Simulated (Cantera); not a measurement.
Cantera with NASA thermochemical tables; ideal gases at 1 bar, condensed phases pure. Values are per mole of reaction as written; species without (g) are pure solids or liquids, kept so even where they would boil at 1 bar.

Question: Between 1548 and 2748 K, where is each reaction favourable under standard conditions?
- 2 BF3(g) + 2 NO2(g) ⇌ 2 BN + 3 F2(g) + 4 O(g)

Answer: 
- 2 BF3(g) + 2 NO2(g) ⇌ 2 BN + 3 F2(g) + 4 O(g): ΔG° is 2198 kJ at 1548 K and 1774 kJ at 2748 K; it stays positive (K < 1). ΔH° is 2757 kJ and ΔS° 358 J/K at 2748 K.
